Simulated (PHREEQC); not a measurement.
Consider water at 25 °C with 0.00022 mol/kgw Cu(NO3)2, 0.00052 mol/kgw HCl and 0.0116 mol/kgw Na2SO4. Closed to the air; pH follows from the charge balance.

Model: ion-association model, phreeqc.dat, run in PHREEQC.

Precipitation was switched off in this run.

Problem. Order these S species by the share of S that they hold, largest first: CuSO4, SO4-2, HSO4-, NaSO4-.

Solution. SO4-2 (92 %), NaSO4- (5.3 %), HSO4- (1.6 %), CuSO4 (0.70 %)

The pH is 3.54 and the ionic strength 0.0340 mol/kgw. Species that the database lacks are ignored.
